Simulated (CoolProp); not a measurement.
Vapour-liquid equilibrium of benzene (1) + n-heptane (2) at 0.232 MPa; x and y are mole fractions of (1).

Values from CoolProp's multi-fluid Helmholtz-energy mixture model, Thol 2012 and Span 2003; pair parameters Bell 2016.

```tsv
x	bubble temperature (K)	y at the bubble point	dew temperature at overall composition x (K)	liquid density (mol/L)
0.05	400.6	0.089	401.4	5.963
0.15	397.0	0.247	399.2	6.256
0.25	393.9	0.379	397.0	6.570
0.35	391.2	0.489	394.6	6.905
0.45	389.0	0.582	392.2	7.267
0.55	387.2	0.662	389.8	7.659
0.65	385.7	0.735	387.5	8.088
0.75	384.5	0.805	385.5	8.560
0.85	383.6	0.877	383.9	9.082
0.95	383.0	0.956	383.0	9.663
```

No azeotrope shows between x = 0.05 and 0.95.

The pair parameters rest on a limited set of measurements; away from them the model extrapolates.
